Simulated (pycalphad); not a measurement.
**Effect of Si content in Al-Si-Mg-Mn**

All values are pycalphad results on the COST 507 light-alloy database (1999) (1 atm), not direct measurements. The data set is of 1999 and partly superseded. Not assessed as a whole: an extrapolation from subsystems, which can miss ternary compounds. Phase fractions are per mole of atoms.

```
alloy                            liquidus (K)   first solid  solidus (K)                                              phases at 650 K
-------------------------------  ------------  ------------  -----------  -----------------------------------------------------------
Al-5.3Si-0.73Mg-0.55Mn (at.%)             923  ALMNSI_ALPHA          830  FCC_A1 0.91, DIAMOND_A4 0.04, ALMNSI_ALPHA 0.03, MG2SI 0.01
Al-7.07Si-0.73Mg-0.55Mn (at.%)              ?  ALMNSI_ALPHA          830                                                            ?
Al-10.61Si-0.73Mg-0.55Mn (at.%)           913  ALMNSI_ALPHA          830  FCC_A1 0.86, DIAMOND_A4 0.10, ALMNSI_ALPHA 0.03, MG2SI 0.01
Al-21.21Si-0.73Mg-0.55Mn (at.%)           979    DIAMOND_A4          830  FCC_A1 0.76, DIAMOND_A4 0.20, ALMNSI_ALPHA 0.03, MG2SI 0.01
Al-28.28Si-0.73Mg-0.55Mn (at.%)          1076    DIAMOND_A4          830  FCC_A1 0.68, DIAMOND_A4 0.27, ALMNSI_ALPHA 0.03, MG2SI 0.01
```

Problem. Some entries are withheld; supply them.

Solution. 
- Al-7.07Si-0.73Mg-0.55Mn (at.%), liquidus (K): 921
- Al-7.07Si-0.73Mg-0.55Mn (at.%), phases at 650 K: FCC_A1 0.90, DIAMOND_A4 0.06, ALMNSI_ALPHA 0.03, MG2SI 0.01

Database names, with the compositions (at.%) that they take in these runs: ALMNSI_ALPHA: Al 70-73 Mn 17 Si 10-13; MG2SI: Mg 67 Si 33. FCC_A1 is fcc; DIAMOND_A4 is diamond (Si).
